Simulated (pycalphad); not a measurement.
## Invariant reactions of Mg-Si

All values are pycalphad results on the COST 507 light-alloy database (1999) (1 atm), not direct measurements. No gas phase is included, though pure Mg would boil below 1377 °C. These are 1990s assessments: newer ones move some temperatures and phases. Kinetics are ignored, which matters at the lower temperatures.

| type | reaction on cooling | T (°C) | Si in phase 1 (at.%) | Si in phase 2 (at.%) | Si in phase 3 (at.%) |
|---|---|---|---|---|---|
| eutectic | liquid → MG2SI + diamond (Si) | 943.5 | 33.3 | 54.2 | 100 |
| eutectic | liquid → hcp + MG2SI | 638.7 | <0.01 | 1.3 | 33.3 |

Phases 1 to 3 are ordered by rising Si content. The map covers 77 °C to 1377 °C; reactions that its mapper missed or could not classify are not listed.

Database names, with the compositions (at.%) that they take in these runs: MG2SI: Mg 67 Si 33.
